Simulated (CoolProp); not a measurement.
A Linde-Hampson liquefier for carbon monoxide: isothermal reversible compression at 280 K from 1 atm to 15 MPa, throttling to 1 atm, return gas leaving the recuperator 0 K below the feed. Each further row changes one setting.

Model: reference Helmholtz-energy equation of state, Lemmon 2006, in CoolProp. It is a short technical equation, of lower accuracy than the large ones.

```csv
case,liquid yield per pass,compression work (kJ/kg of gas)
as stated,[?],412
high pressure 30 MPa,[?],[?]
warm-end temperature 310 K,[?],459
warm-end gap 5 K,[?],412
```

Problem. Fill in the missing entries.

Solution. 
- as stated, liquid yield per pass: 0.086
- high pressure 30 MPa, liquid yield per pass: 0.124
- high pressure 30 MPa, compression work (kJ/kg of gas): 472
- warm-end temperature 310 K, liquid yield per pass: 0.063
- warm-end gap 5 K, liquid yield per pass: 0.075
